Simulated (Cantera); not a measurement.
A closed system holds: 1 mol B2O3, 0.21 mol N2, 15 mol H2, 0.31 mol H2O, held at 1673.15 K and 3.70 mbar.

Equilibrium computed with Cantera from the NASA thermochemical tables; the gas is ideal and each condensed phase is pure. Candidate condensed phases: B, BN, B2O3, B3O3H3, H2O; 39 gas species. The numbers say what is thermodynamically allowed, not how fast it happens.

Base state: H2 0.891, HBO2 0.0461, B2O3 0.0290, HBO 0.0141, N2 0.0127, H2O 0.00415, H 0.00177, B2O2 0.00110 (mole fractions); condensed: gas only.

**Question.** What changes in the equilibrium state with this change: pressure from 3.70 mbar to 1.00 mbar?

**Answer.** 
| species | before | after |
|---|---|---|
| H2 | 0.891 | 0.889 |
| HBO2 | 0.0461 | 0.0462 |
| B2O3 | 0.0290 | 0.0287 |
| H | 0.00177 | 0.00340 |
| BO | 0.000580 | 0.00110 |
| HBO | 0.0141 | 0.0139 |
| N2 | 0.0127 | 0.0127 |
| BO2 | 5.38e-6 | 1.04e-5 |
| B2O2 | 0.00110 | 0.00107 |

**Question.** What changes in the equilibrium state with this change: B2O3 replaced by B?

**Answer.** 
```csv
species,before,after
H2,0.891,0.979
HBO,0.0141,0.0165
H,0.00177,0.00186
HBO2,0.0461,3.12e-5
B2O3,0.0290,2.08e-5
N2,0.0127,9.24e-5
BH2,2.27e-8,4.81e-5
H2O,0.00415,2.64e-6
"B(s), mol",0,0.273
"BN(s), mol",0,0.417
```
Mutual solubility and eutectic melting of coexisting phases are not modelled. The tables' values for BH2 are old estimates; treat these amounts as uncertain.
